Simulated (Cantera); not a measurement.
A Cantera script and what it prints.

```python
import numpy as np
import cantera as ct

gas_names = [...]  # 109 gases of nasa_gas.yaml made of C, Cl, H, Si
cond_names = """
    C(gr) C6H6(L) C7H8(L) C8H18(L),n-octa Si(cr) Si(L) SiC(b)
""".split()


# ... load() reads the species with a 1 bar reference pressure and builds the phases ...
atoms = {
    'CH3SiCl3': {'C': 1, 'H': 3, 'Si': 1, 'CL': 3},
    'C2H4': {'C': 2, 'H': 4},
    'H2': {'H': 2},
}
top_T = {'C(gr)': 4500, 'SiC(b)': 3050}  # K; cautious upper limits of use, not melting points


# ... equilibrate(T, P, feed) seeds the gas with the atoms and calls Mixture.equilibrate('TP', solver="gibbs", rtol=1e-10, max_steps=50000) ...
results = []
feed = {'CH3SiCl3': 1, 'C2H4': 0.041, 'H2': 43}  # mol
P = 1000  # Pa
for T in [1448, 1548, 1648, 1748, 1848, 1948, 2048, 2148, 2248]:
    mix = equilibrate(T, P, feed)
    results.append((T, P, feed, dict(zip(mix.species_names, mix.species_moles))))

top = {s: max(r[3][s] / sum(r[3][g] for g in gas_names) for r in results) for s in gas_names}
cols = sorted((s for s in top if top[s] > 1e-05), key=lambda s: -top[s])[:6]
seen = [c for c in cond_names if any(r[3].get(c, 0) > 1e-12 for r in results)]
print("log10 of partial pressures in bar; condensed amounts in mol")
print(f"{'T/K':>10s}" + "".join(f"{s[:9]:>10s}" for s in cols + seen))
for T, P, feed, n in results:
    ng = sum(n[g] for g in gas_names)
    print(f"{T:10.4g}" + "".join(f"{np.log10(max(n[s] / ng * P / 1e5, 1e-99)):10.3f}" for s in cols)
          + "".join(f"{n.get(c, 0):10.4g}" for c in seen))
```

Result:

```
log10 of partial pressures in bar; condensed amounts in mol
       T/K        H2         H       HCL        Si        CL C2H2,acet     C(gr)    SiC(b)
      1448    -2.029    -6.050    -3.188   -10.763    -7.297    -7.352   0.08413    0.9961
      1548    -2.029    -5.526    -3.188    -9.556    -6.783    -6.834   0.08593    0.9939
      1648    -2.030    -5.065    -3.190    -8.498    -6.331    -6.379   0.08674    0.9909
      1748    -2.030    -4.656    -3.191    -7.562    -5.930    -5.977   0.08506    0.9868
      1848    -2.031    -4.291    -3.195    -6.728    -5.574    -5.621    0.0785     0.981
      1948    -2.034    -3.964    -3.200    -5.981    -5.255    -5.303   0.06504    0.9701
      2048    -2.039    -3.670    -3.208    -5.307    -4.969    -5.019   0.04914      0.94
      2148    -2.049    -3.405    -3.222    -4.698    -4.713    -4.767   0.06159    0.8387
      2248    -2.066    -3.167    -3.246    -4.143    -4.487    -4.546    0.2162    0.4855
```

Method: chemical equilibrium by Gibbs-energy minimisation in Cantera with the NASA 1993 tables (ideal gas, pure condensed phases). The feed counts by its element totals alone. The tables' values for SiCl are old estimates; treat these amounts as uncertain. Gases not in the tables: Si2H6 and higher silanes.
